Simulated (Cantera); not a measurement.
Input: 1 mol Si₂H₆, a varied amount of Cl₂, 22 mol H₂, at 1075 K and 0.100 bar.

Method: chemical equilibrium by Gibbs-energy minimisation in Cantera with the NASA 1993 tables (ideal gas, pure condensed phases). Candidate condensed phases: Si; 19 gas species. The feed counts by its element totals alone. The tables' values for SiCl₃ are old estimates; treat these amounts as uncertain. The numbers say what is thermodynamically allowed, not how fast it happens.

Question: At 0.31 mol Cl₂, list the 4 most abundant gas species with their mole fractions, and the condensed phases.

Answer: H₂ 0.983, HCl 0.0133, SiCl₄ 0.00144, SiHCl₃ 0.00132. Condensed: Si(s).
